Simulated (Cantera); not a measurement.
Feed: 1 mol C3H8, 0.87 mol O2, 4.1 mol N2, held at 525 °C and 0.670 bar.

These are equilibrium values from Cantera (NASA tables, ideal gas, pure condensed phases), not measurements of a reactor. Candidate condensed phases: C, C6H6, C7H8, C8H18, H2O; 136 gas species. Kinetics and transport are ignored.

Base state: N2 0.504, H2 0.260, H2O 0.105, CH4 0.0631, CO2 0.0422, CO 0.0245, NH3 0.000193 (mole fractions); condensed: C(graphite).

Q: What changes in the equilibrium state with this change: O2 from 0.87 to 0.11 mol?

A: 
| species | before | after |
|---|---|---|
| N2 | 0.504 | 0.552 |
| H2 | 0.260 | 0.322 |
| CH4 | 0.0631 | 0.0967 |
| H2O | 0.105 | 0.0228 |
| CO2 | 0.0422 | 0.00129 |
| CO | 0.0245 | 0.00428 |
| NH3 | 0.000193 | 0.000278 |
| C(graphite), mol | 1.94 | 2.24 |
